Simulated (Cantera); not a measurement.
What does this Cantera script print?

```python
import numpy as np
import cantera as ct

gas_names = """
    CL CL2 Fe FeCL FeCL2 FeCL3 Fe2CL4 Fe2CL6 H HCL H2
""".split()
cond_names = """
    Fe(a) Fe(c) Fe(d) Fe(L) FeCL2(s) FeCL2(L) FeCL3(s) FeCL3(L)
""".split()


# ... load() reads the species with a 1 bar reference pressure and builds the phases ...
atoms = {
    'FeCl2': {'Fe': 1, 'CL': 2},
    'H2': {'H': 2},
}
top_T = {}  # K; cautious upper limits of use, not melting points


# ... equilibrate(T, P, feed) seeds the gas with the atoms and calls Mixture.equilibrate('TP', solver="vcs", rtol=1e-11, max_steps=5000) ...
results = []
feed = {'FeCl2': 1, 'H2': 11}  # mol
T = 1598.15  # K
P = 10000  # Pa
mix = equilibrate(T, P, feed)
results.append((T, P, feed, dict(zip(mix.species_names, mix.species_moles))))
x = sorted(zip(gas.X, gas.species_names), reverse=True)
print(f"T = {T:g} K  P = {P:g} Pa  gas = {mix.phase_moles(0):.4g} mol")
print("   x: " + "  ".join(f"{s} {v:.3e}" for v, s in x if v > 0.001))
print("   condensed (mol): " + ("  ".join(f"{mix.phase(i).name} {mix.phase_moles(i):.4g}"
      for i in range(1, mix.n_phases) if mix.phase_moles(i) > 1e-12) or "none"))
```

It prints:

```
T = 1598.15 K  P = 10000 Pa  gas = 12 mol
   x: H2 8.510e-01  HCL 1.310e-01  FeCL2 1.781e-02
   condensed (mol): Fe(c) 0.7861
```

Cantera equilibrium calculation (NASA polynomials, part measured and part estimated; ideal gas, pure solids and liquids).
